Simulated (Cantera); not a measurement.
A Cantera script and what it prints.

```python
import numpy as np
import cantera as ct

gas_names = """
    H HO2 H2 H2O H2O2 O OH O2 O3 Pb PbO Pb2
""".split()
cond_names = """
    H2O(s) H2O(L) Pb(cr) Pb(L) PbO(rd) PbO(yw) PbO(L) PbO2(s) Pb3O4(s)
""".split()


# ... load() reads the species with a 1 bar reference pressure and builds the phases ...
atoms = {
    'PbO': {'Pb': 1, 'O': 1},
    'H2': {'H': 2},
}
top_T = {'Pb3O4(s)': 820}  # K; cautious upper limits of use, not melting points


# ... equilibrate(T, P, feed) seeds the gas with the atoms and calls Mixture.equilibrate('TP', solver="vcs", rtol=1e-11, max_steps=5000) ...
results = []
T = 1000  # K
P = 1900  # Pa
for m in [0.27, 0.41, 0.55, 0.69, 0.83, 0.97, 1.1, 1.2, 1.4, 1.5, 1.7]:
    feed = {'PbO': 1, 'H2': m}  # mol
    mix = equilibrate(T, P, feed)
    results.append((T, P, feed, dict(zip(mix.species_names, mix.species_moles))))
    x = sorted(zip(gas.X, gas.species_names), reverse=True)
    print(f"T = {T:g} K  P = {P:g} Pa  n(H2) = {m:g} mol  gas = {mix.phase_moles(0):.4g} mol")
    print("   x: " + "  ".join(f"{s} {v:.3e}" for v, s in x if v > 0.0001))
    print("   condensed (mol): " + ("  ".join(f"{mix.phase(i).name} {mix.phase_moles(i):.4g}"
          for i in range(1, mix.n_phases) if mix.phase_moles(i) > 1e-12) or "none"))
```

Result:

```
T = 1000 K  P = 1900 Pa  n(H2) = 0.27 mol  gas = 0.2702 mol
   x: H2O 9.990e-01  Pb 8.524e-04  H2 1.471e-04
   condensed (mol): Pb(L) 0.2697  PbO(yw) 0.73
T = 1000 K  P = 1900 Pa  n(H2) = 0.41 mol  gas = 0.4104 mol
   x: H2O 9.990e-01  Pb 8.524e-04  H2 1.471e-04
   condensed (mol): Pb(L) 0.4096  PbO(yw) 0.5901
T = 1000 K  P = 1900 Pa  n(H2) = 0.55 mol  gas = 0.5505 mol
   x: H2O 9.990e-01  Pb 8.524e-04  H2 1.471e-04
   condensed (mol): Pb(L) 0.5494  PbO(yw) 0.4501
T = 1000 K  P = 1900 Pa  n(H2) = 0.69 mol  gas = 0.6906 mol
   x: H2O 9.990e-01  Pb 8.524e-04  H2 1.471e-04
   condensed (mol): Pb(L) 0.6893  PbO(yw) 0.3101
T = 1000 K  P = 1900 Pa  n(H2) = 0.83 mol  gas = 0.8307 mol
   x: H2O 9.990e-01  Pb 8.524e-04  H2 1.471e-04
   condensed (mol): Pb(L) 0.8292  PbO(yw) 0.1701
T = 1000 K  P = 1900 Pa  n(H2) = 0.97 mol  gas = 0.9708 mol
   x: H2O 9.990e-01  Pb 8.524e-04  H2 1.471e-04
   condensed (mol): Pb(L) 0.969  PbO(yw) 0.03013
T = 1000 K  P = 1900 Pa  n(H2) = 1.1 mol  gas = 1.101 mol
   x: H2O 9.083e-01  H2 9.083e-02  Pb 8.524e-04
   condensed (mol): Pb(L) 0.9991
T = 1000 K  P = 1900 Pa  n(H2) = 1.2 mol  gas = 1.201 mol
   x: H2O 8.326e-01  H2 1.665e-01  Pb 8.524e-04
   condensed (mol): Pb(L) 0.999
T = 1000 K  P = 1900 Pa  n(H2) = 1.4 mol  gas = 1.401 mol
   x: H2O 7.137e-01  H2 2.855e-01  Pb 8.524e-04
   condensed (mol): Pb(L) 0.9988
T = 1000 K  P = 1900 Pa  n(H2) = 1.5 mol  gas = 1.501 mol
   x: H2O 6.661e-01  H2 3.330e-01  Pb 8.524e-04
   condensed (mol): Pb(L) 0.9987
T = 1000 K  P = 1900 Pa  n(H2) = 1.7 mol  gas = 1.701 mol
   x: H2O 5.877e-01  H2 4.114e-01  Pb 8.524e-04
   condensed (mol): Pb(L) 0.9985
```

Cantera equilibrium calculation (NASA polynomials, part measured and part estimated; ideal gas, pure solids and liquids).
